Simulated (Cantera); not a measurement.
A perfectly stirred reactor is fed with 43.5 % CH₄, 56.5 % H₂O, at 27.0 bar; it is held at 2175 K, and followed from long to short residence time.

Computed with Cantera and GRI-Mech 3.0 (53 species, 325 reactions). The pressure lies above the range GRI-Mech 3.0 was tuned for (to about 10 atm).

**Question.** Predict: x(CH₄) at τ = 3.30 s; x(H₂O) at τ = 3.30 s; x(H) at τ = 3.30 s; x(C₂H₂) at τ = 3.30 s; x(CH₄) at τ = 25.0 ms; x(H₂O) at τ = 25.0 ms; x(H) at τ = 25.0 ms; x(C₂H₂) at τ = 25.0 ms.

**Answer.** 
```
Quantity                  Result
----------------------  --------
x(CH₄) at τ = 3.30 s    0.000226
x(H₂O) at τ = 3.30 s      0.0659
x(H) at τ = 3.30 s      0.000792
x(C₂H₂) at τ = 3.30 s    3.66e-6
x(CH₄) at τ = 25.0 ms    0.00918
x(H₂O) at τ = 25.0 ms     0.0871
x(H) at τ = 25.0 ms     0.000778
x(C₂H₂) at τ = 25.0 ms   0.00532
```
